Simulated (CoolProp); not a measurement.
Vapour pressure (MPa) of R152A: the reference equation beside estimates from Tc = 113.3 °C, pc = 4.517 MPa, ω = 0.275. Clausius-Clapeyron is anchored at -10.65 °C with a constant enthalpy of vaporisation of 20.98 kJ/mol.

Values from CoolProp's reference Helmholtz-energy equation of state, Outcalt 1996. It is a modified Benedict-Webb-Rubin equation, recast in Helmholtz form.

```csv
T (°C),reference,Lee-Kesler,Clausius-Clapeyron,van der Waals,Soave-Redlich-Kwong
-27.15,0.08804,0.08629,0.09287,0.5478,0.08660
-24.45,0.09942,0.09772,0.1038,0.5816,0.09799
-21.65,0.1124,0.1108,0.1162,0.6180,0.1110
-18.85,0.1267,0.1252,0.1298,0.6559,0.1254
-16.15,0.1418,…,0.1441,0.6938,0.1406
-13.35,0.1590,0.1578,0.1601,0.7347,0.1579
-10.65,0.1770,0.1760,0.1770,0.7757,0.1760
-7.85,0.1973,0.1966,0.1959,0.8197,0.1966
-5.05,0.2194,…,0.2163,0.8652,0.2189
-2.35,0.2424,0.2425,…,0.9108,0.2423
0.45,0.2683,0.2687,0.2614,…,0.2686
3.15,0.2952,0.2961,0.2860,1.008,0.2959
5.95,0.3252,0.3266,0.3134,1.060,0.3264
```

Task: Fill in the missing entries.

Result: 
- -16.15, Lee-Kesler: 0.1405
- -5.05, Lee-Kesler: 0.2191
- -2.35, Clausius-Clapeyron: 0.2376
- 0.45, van der Waals: 0.9596

Absolute difference from the reference over all 13 rows, mean and median: Lee-Kesler 0.8 and 0.6 %, Clausius-Clapeyron 2.4 and 2.4 %, van der Waals 351.9 and 338.2 %, Soave-Redlich-Kwong 0.7 and 0.6 %.
